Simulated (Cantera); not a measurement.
Mixture: 46.9 % H2, 11.2 % O2, 42.0 % N2, at 90000 Pa, adiabatic and at constant pressure. Ignition delay is the time to a rise of 400 K.

Detailed kinetics in Cantera: GRI-Mech 3.0 (53 species, 325 reactions). Below about 950 K walls govern HO2 and H2O2 in real vessels.

Task: Predict: delay at 850 K; delay at 950 K; delay at 1050 K; delay at 1150 K; apparent activation energy between 1100 and 1200 K.

Result: 
```
Quantity                                               Result
--------------------------------------------------  ---------
delay at 850 K                                         1.40 s
delay at 950 K                                        5.05 ms
delay at 1050 K                                      0.181 ms
delay at 1150 K                                       79.5 µs
apparent activation energy between 1100 and 1200 K  71 kJ/mol
```
